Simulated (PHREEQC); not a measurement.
A solution holds 0.0047 mol/kgw H3BO3, 0.0014 mol/kgw NaOH and 0.0017 mol/kgw LiCl, at 25 °C. It is in equilibrium with CO2 at log p = -3.4 (atm). Otherwise closed; pH follows from the charge balance.

Equilibrium calculation in PHREEQC: ion-association model, phreeqc.dat.

```json
[
 {"quantity": "pH", "before": "8.19", "after": "8.19"},
 {"quantity": "ionic strength (mol/kgw)", "before": "0.00311", "after": "0.00141"},
 {"quantity": "H3BO3 (mol/kgw)", "before": "0.00430", "after": "0.00430"},
 {"quantity": "H2BO3- (mol/kgw)", "before": "0.000402", "after": "0.000402"},
 {"quantity": "CO3-2 (mol/kgw)", "before": "8.39e-6", "after": "8.10e-6"}
]
```

Problem. What was changed between the two runs?
(A) diluted 5-fold with water
(B) NaOH left out
(C) 0.00016 mol/kgw TMAH added
(D) LiCl left out
(E) H3BO3 from 0.0047 to 0.0094 mol/kgw

Solution. D, LiCl left out

Precipitation was switched off in this run.
